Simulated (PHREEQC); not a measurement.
A solution holds 14 mmol/kgw CdCl2 and 0.21 mmol/kgw FeSO4, at 25 °C. Closed to the air; pH follows from the charge balance.

Computed with PHREEQC (ion-association model, wateq4f.dat).

```
quantity                   before    after
-----------------------  --------  -------
pH                           5.80     5.46
Cl- (mol/kgw)              0.0203   0.0771
CdCl+ (mol/kgw)           0.00684   0.0447
Cd+2 (mol/kgw)            0.00666   0.0163
CdCl2 (mol/kgw)          0.000418  0.00847
SI of CdOHCl (CdOHCl)       -1.93    -1.50
SI of Cd(OH)2 (Cd(OH)2)     -4.49    -4.95
```

Question: What was changed between the two runs?
A) 0.0037 mol/kgw HBr added
B) CdCl2 from 0.014 to 0.07 mol/kgw
C) CdCl2 from 0.014 to 0.0014 mol/kgw
D) FeSO4 left out

Answer: B, CdCl2 from 0.014 to 0.07 mol/kgw

This is a speciation only: nothing precipitates in the calculation.
